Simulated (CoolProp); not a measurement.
Saturation properties of sulfur hexafluoride.

Computed with CoolProp (reference Helmholtz-energy equation of state, Guder 2009).

| T (°C) | p (kPa) | enthalpy of vaporisation (kJ/kg) | liquid cp (kJ/(kg K)) | surface tension (mN/m) | liquid viscosity (µPa s) | vapour viscosity (µPa s) |
|---|---|---|---|---|---|---|
| -23.85 | 607.7 | 98.59 | 0.9237 | 7.72 | 276 | 13.4 |
| -14.65 | 816.2 | 93.47 | 0.9614 | 6.44 | 237 | 13.9 |
| -5.45 | 1074 | 87.76 | 1.006 | 5.21 | 203 | 14.5 |
| 3.65 | 1383 | 81.35 | 1.063 | 4.06 | 173 | 15.2 |
| 12.85 | 1758 | 73.85 | 1.143 | 2.96 | 147 | 16.1 |
| 22.05 | 2204 | 64.85 | 1.271 | 1.94 | 123 | 17.3 |
| 31.25 | 2731 | 53.33 | 1.539 | 1.02 | 100 | 19.2 |
| 40.45 | 3355 | 35.75 | 2.721 | 0.265 | 74.0 | 23.5 |

Viscosity comes from a separate model (Quiñones-Cisneros 2012). Surface tension comes from a separate correlation (Mulero 2012).
